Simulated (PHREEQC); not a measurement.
Solution (20 °C): 0.95 mmol/kgw (NH4)2SO4. Closed to the air; pH follows from the charge balance.

Computed with PHREEQC (ion-association model, phreeqc.dat).

| quantity | before | after |
|---|---|---|
| pH | 6.10 | 3.97 |
| NH4SO4- (mol/kgw) | 1.80e-5 | 1.88e-5 |
| NH3 (mol/kgw) | 8.85e-7 | 6.62e-9 |
| HSO4- (mol/kgw) | 5.47e-8 | 7.68e-6 |

Q: Name the change that produced these shifts.
A. diluted 100-fold with water
B. 0.00016 mol/kgw MgSO4 added
C. diluted 2-fold with water
D. 6e-05 mol/kgw H2SO4 added
E. diluted 5-fold with water

A: D, 6e-05 mol/kgw H2SO4 added

No solid was allowed to form.
